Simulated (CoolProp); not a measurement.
C2F6 (R116) along the isobar 3770 kPa: Z from the reference equation and from simpler models built on Tc = 19.9 °C, pc = 3048 kPa, ω = 0.257; each cubic takes its own stable root.

Model: reference Helmholtz-energy equation of state, Lemmon 2006, in CoolProp. It is a short technical equation, of lower accuracy than the large ones.

```tsv
T (°C)	phase	reference
-5.55	liquid	0.1886
6.85	liquid	0.1969
19.35	liquid	0.2190
31.75	supercritical	0.4038
44.25	supercritical	0.5822
56.65	supercritical	0.6692
69.15	supercritical	0.7287
81.55	supercritical	0.7730
93.95	supercritical	0.8080
106.45	supercritical	0.8365
118.85	supercritical	0.8600
131.35	supercritical	0.8799
```

### Question
How far does each simpler model (van der Waals, Soave-Redlich-Kwong) lie from the reference over these 12 states: mean and median of the absolute difference, and the worst?

### Answer
- van der Waals: mean 16.9 %, median 7.1 %, worst +49.7 % at -5.55 °C and 3770 kPa
- Soave-Redlich-Kwong: mean 4.8 %, median 1.5 %, worst +17.8 % at 19.35 °C and 3770 kPa
